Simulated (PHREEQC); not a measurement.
Alkaline etch or developer

Consider water at 25 °C with 77 mmol/kgw KOH and 0.0011 mmol/kgw H4SiO4. It is in equilibrium with CO2 at log p = -3.4 (atm). Otherwise closed; pH follows from the charge balance.

Computed with PHREEQC (Pitzer model, pitzer.dat).

This is a speciation only: nothing precipitates in the calculation.

### Question
Predict the pH, ionic strength.

### Answer
pH 9.69; ionic strength 0.0958 mol/kgw.

### Question
In which forms is C present?

### Answer
HCO3- 68 %, CO3-2 32 % of the C.
